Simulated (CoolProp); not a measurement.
Vapour-liquid equilibrium of CH2F2 (R32) (1) + R236EA (2) at 264.5 K; x and y are mole fractions of (1).

Model: multi-fluid Helmholtz-energy mixture model, Tillner-Roth 1997 and Rui 2013; pair parameters Bell 2016, in CoolProp.

### Question
Give the bubble pressure and the first vapour's composition at x = 0.05, 0.8, 0.95. Is there an azeotrope?

### Answer
x = 0.05: 0.07621 MPa, y = 0.329; x = 0.8: 0.4853 MPa, y = 0.974; x = 0.95: 0.5787 MPa, y = 0.994. No azeotrope shows between x = 0.05 and 0.95.

Pair parameters are fitted to limited data, so mixtures are less certain than the pure fluids.
